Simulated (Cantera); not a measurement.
A closed system holds: 1 mol Si, a varied amount of HCl, 0.93 mol H2, at 13300 Pa.

Points: T (K) = 1050, 1100, 1150, 1200, 1250, 1300, 1350, 1400, 1450, 1500, 1550; n(HCl) (mol) = 0.53, 0.63, 0.75, 0.9, 1.1, 1.3, 1.5, 1.8, 2.2, 2.6, 3.1.

Cantera's Mixture.equilibrate('TP', solver="vcs", rtol=1e-11, max_steps=5000) on the NASA tables stopped like this:

```
ERROR: FAILURE its = 5001!

*******************************************************************************
CanteraError thrown by MultiPhase::equilibrate:
VCS solver failed. Return code: -1
*******************************************************************************
```

Q: What got this run through?

A: This is not unique; one that fits is The failure is numerical, not chemical. The same input converged with solver="gibbs", rtol=1e-10, max_steps=50000, and the result passed a check of the equilibrium conditions:
```
   1050       0.53  Si(cr)
   1050       0.63  Si(cr)
   1050       0.75  Si(cr)
   1050        0.9  Si(cr)
   1050        1.1  Si(cr)
   1050        1.3  Si(cr)
   1050        1.5  Si(cr)
   1050        1.8  Si(cr)
   1050        2.2  Si(cr)
   1050        2.6  Si(cr)
   1050        3.1  Si(cr)
   1100       0.53  Si(cr)
   1100       0.63  Si(cr)
   1100       0.75  Si(cr)
   1100        0.9  Si(cr)
   1100        1.1  Si(cr)
   1100        1.3  Si(cr)
   1100        1.5  Si(cr)
   1100        1.8  Si(cr)
   1100        2.2  Si(cr)
   1100        2.6  Si(cr)
   1100        3.1  Si(cr)
   1150       0.53  Si(cr)
   1150       0.63  Si(cr)
   1150       0.75  Si(cr)
   1150        0.9  Si(cr)
   1150        1.1  Si(cr)
   1150        1.3  Si(cr)
   1150        1.5  Si(cr)
   1150        1.8  Si(cr)
   1150        2.2  Si(cr)
   1150        2.6  Si(cr)
   1150        3.1  Si(cr)
   1200       0.53  Si(cr)
   1200       0.63  Si(cr)
   1200       0.75  Si(cr)
   1200        0.9  Si(cr)
   1200        1.1  Si(cr)
   1200        1.3  Si(cr)
   1200        1.5  Si(cr)
   1200        1.8  Si(cr)
   1200        2.2  Si(cr)
   1200        2.6  Si(cr)
   1200        3.1  Si(cr)
   1250       0.53  Si(cr)
   1250       0.63  Si(cr)
   1250       0.75  Si(cr)
   1250        0.9  Si(cr)
   1250        1.1  Si(cr)
   1250        1.3  Si(cr)
   1250        1.5  Si(cr)
   1250        1.8  Si(cr)
   1250        2.2  Si(cr)
   1250        2.6  Si(cr)
   1250        3.1  Si(cr)
   1300       0.53  Si(cr)
   1300       0.63  Si(cr)
   1300       0.75  Si(cr)
   1300        0.9  Si(cr)
   1300        1.1  Si(cr)
   1300        1.3  Si(cr)
   1300        1.5  Si(cr)
   1300        1.8  Si(cr)
   1300        2.2  Si(cr)
   1300        2.6  Si(cr)
   1300        3.1  Si(cr)
   1350       0.53  Si(cr)
   1350       0.63  Si(cr)
   1350       0.75  Si(cr)
   1350        0.9  Si(cr)
   1350        1.1  Si(cr)
   1350        1.3  Si(cr)
   1350        1.5  Si(cr)
   1350        1.8  Si(cr)
   1350        2.2  Si(cr)
   1350        2.6  Si(cr)
   1350        3.1  Si(cr)
   1400       0.53  Si(cr)
   1400       0.63  Si(cr)
   1400       0.75  Si(cr)
   1400        0.9  Si(cr)
   1400        1.1  Si(cr)
   1400        1.3  Si(cr)
   1400        1.5  Si(cr)
   1400        1.8  Si(cr)
   1400        2.2  Si(cr)
   1400        2.6  Si(cr)
   1400        3.1  Si(cr)
   1450       0.53  Si(cr)
   1450       0.63  Si(cr)
   1450       0.75  Si(cr)
   1450        0.9  Si(cr)
   1450        1.1  Si(cr)
   1450        1.3  Si(cr)
   1450        1.5  Si(cr)
   1450        1.8  Si(cr)
   1450        2.2  Si(cr)
   1450        2.6  Si(cr)
   1450        3.1  Si(cr)
   1500       0.53  Si(cr)
   1500       0.63  Si(cr)
   1500       0.75  Si(cr)
   1500        0.9  Si(cr)
   1500        1.1  Si(cr)
   1500        1.3  Si(cr)
   1500        1.5  Si(cr)
   1500        1.8  Si(cr)
   1500        2.2  Si(cr)
   1500        2.6  Si(cr)
   1500        3.1  gas only
   1550       0.53  Si(cr)
   1550       0.63  Si(cr)
   1550       0.75  Si(cr)
   1550        0.9  Si(cr)
   1550        1.1  Si(cr)
   1550        1.3  Si(cr)
   1550        1.5  Si(cr)
   1550        1.8  Si(cr)
   1550        2.2  Si(cr)
   1550        2.6  Si(cr)
   1550        3.1  gas only
```

The gas is ideal and each condensed phase is pure. The tables' values for SiCl3 are old estimates.
